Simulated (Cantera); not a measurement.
A closed system holds: 1 mol SiC, 0.48 mol O2, 170 mol H2, equilibrated at 1625 °C and 100 Pa.

Method: chemical equilibrium by Gibbs-energy minimisation in Cantera with the NASA 1993 tables (ideal gas, pure condensed phases). Candidate condensed phases: C, C6H6, C7H8, C8H18, H2O, Si, SiC, SiO2; 123 gas species. Gases not in the tables: Si2H6 and higher silanes. Rates play no part.

Base state: H2 0.967, H 0.0243, CO 0.00427, Si 0.00289, SiO 0.00126, SiH 7.83e-5, Si2C 5.02e-5, SiH2 1.31e-5 (mole fractions); condensed: SiC(s).

**Question.** What changes in the equilibrium state with this change: O2 from 0.48 to 0.062 mol?

**Answer.** 
```
species            before     after
----------------  -------  --------
H2                  0.967     0.974
H                  0.0243    0.0244
Si                0.00289  0.000854
CO                0.00427  0.000701
SiO               0.00126   1.80e-5
C2H2 (acetylene)  9.00e-6  0.000104
Si2C              5.02e-5   1.48e-5
SiC(s), mol         0.245     0.839
```
